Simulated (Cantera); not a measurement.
A closed system holds: 1 mol PbO, 0.59 mol CO, 5.7 mol N₂, equilibrated at 2273 K and 5780 Torr.

These are equilibrium values from Cantera (NASA tables, ideal gas, pure condensed phases), not measurements of a reactor. Candidate condensed phases: C, Pb, PbO, PbO₂, Pb₃O₄; 27 gas species. Gases not in the tables: (PbO)n polymers. The numbers say what is thermodynamically allowed, not how fast it happens.

Base state: N₂ 0.779, Pb 0.0792, CO₂ 0.0745, PbO 0.0574, CO 0.00623, O₂ 0.00178, NO 0.00136, Pb₂ 0.000146 (mole fractions); condensed: gas only.

Question: What changes in the equilibrium state with this change: pressure from 5780 Torr to 9.75 Torr?

Answer: 
| species | before | after |
|---|---|---|
| N₂ | 0.779 | 0.751 |
| Pb | 0.0792 | 0.118 |
| CO₂ | 0.0745 | 0.0514 |
| PbO | 0.0574 | 0.0139 |
| O₂ | 0.00178 | 0.0277 |
| CO | 0.00623 | 0.0265 |
| Pb₂ | 0.000146 | 5.50e-7 |
| O | 6.44e-5 | 0.00619 |
| NO | 0.00136 | 0.00526 |
